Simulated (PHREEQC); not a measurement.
A PHREEQC speciation (ion-association model, phreeqc.dat) at 45 °C gives pH 4.15 and these molalities:

```
species      mol/kgw
----------  --------
Cl-            0.102
Cu+2          0.0457
CuCl+         0.0109
CuCl2       0.000378
H+           8.87e-5
Cu2(OH)2+2   4.28e-5
```

Task: What are the element totals, and what could have been dissolved in 1 kg of water to give them?

Result: Several could match; the one computed here: totals Cl 0.114, Cu(2) 0.0570 mol/kgw, from 0.057 mol CuCl2 per kg of water.

Precipitation was switched off in this run. Species that the database lacks are ignored. At this temperature some constants are extrapolated from 25 °C, and those without enthalpy data are left unchanged.
